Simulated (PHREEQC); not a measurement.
Solution (25 °C): 15 mmol/kgw Pb(NO3)2 and 0.33 mmol/kgw KNO3. Closed to the air; pH follows from the charge balance.

Model: ion-association model, phreeqc.dat, run in PHREEQC.

Problem. The ionic strength comes out as 0.0404 mol/kgw. What activity coefficients do PbNO3+, H+, Pb+2, NO3-, Pb2OH+3 get?

Solution. PbNO3+ 0.83, H+ 0.86, Pb+2 0.48, NO3- 0.82, Pb2OH+3 0.19.

This is a speciation only: nothing precipitates in the calculation.
